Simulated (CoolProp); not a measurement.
Values from CoolProp's reference Helmholtz-energy equation of state, McLinden 2015.

Task: For the fluoroketone C6F12O (FK-5-1-12), give the phase and the cp (kJ/(kg K)), cv (kJ/(kg K)) at 470.8 K and 6.73 kPa; 470.8 K and 79.3 kPa.

Result: 
- 470.8 K and 6.73 kPa: gas; cp 1.03, cv 1.01
- 470.8 K and 79.3 kPa: gas; cp 1.04, cv 1.01
